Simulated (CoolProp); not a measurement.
A single-stage vapour-compression cycle with ammonia: evaporating at 217.15 K (dew point), condensing at 274.15 K (bubble point), superheat 8 K, subcooling 0 K, compressor efficiency 0.75, no pressure losses. Each further row changes one setting.

Model: reference Helmholtz-energy equation of state, Gao 2020, in CoolProp.

```tsv
case	cooling COP	pressure ratio	discharge temperature (K)	refrigerating effect (kJ/kg)	volumetric capacity (kJ/m³)
as stated	2.12	15.8	482.3	1190	310
evaporating temperature 222.15 K	2.46	11.6	456.1	1200	416
condensing temperature 269.15 K	2.38	13.0	461.0	1220	316
subcooling 5 K	2.17	15.8	482.3	1220	316
superheat 18 K	2.07	15.8	500.6	1220	302
compressor efficiency 0.65	1.84	15.8	517.0	1190	310
```
